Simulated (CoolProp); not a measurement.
Decamethyltetrasiloxane (MD2M) along the isobar 0.101 MPa: fugacity coefficient from the reference equation and from simpler models built on Tc = 326.2 °C, pc = 1.144 MPa, ω = 0.635; each cubic takes its own stable root.

Model: reference Helmholtz-energy equation of state, Thol 2017, in CoolProp.

| T (°C) | phase | reference | van der Waals | Redlich-Kwong | Soave-Redlich-Kwong | Peng-Robinson |
|---|---|---|---|---|---|---|
| 239.35 | gas | 0.9505 | 0.9620 | 0.9534 | 0.9461 | 0.9425 |
| 245.45 | gas | 0.9525 | 0.9631 | 0.9549 | 0.9483 | 0.9447 |
| 251.55 | gas | 0.9544 | 0.9641 | 0.9563 | 0.9504 | 0.9469 |
| 257.75 | gas | 0.9563 | 0.9650 | 0.9578 | 0.9525 | 0.9489 |
| 263.85 | gas | 0.9580 | 0.9660 | 0.9591 | 0.9544 | 0.9509 |
| 270.05 | gas | 0.9597 | 0.9669 | 0.9604 | 0.9563 | 0.9528 |
| 276.15 | gas | 0.9612 | 0.9678 | 0.9616 | 0.9581 | 0.9546 |
| 282.25 | gas | 0.9627 | 0.9686 | 0.9628 | 0.9598 | 0.9563 |
| 288.45 | gas | 0.9642 | 0.9694 | 0.9640 | 0.9614 | 0.9580 |
| 294.55 | gas | 0.9656 | 0.9702 | 0.9650 | 0.9630 | 0.9596 |
| 300.65 | gas | 0.9669 | 0.9709 | 0.9661 | 0.9645 | 0.9611 |
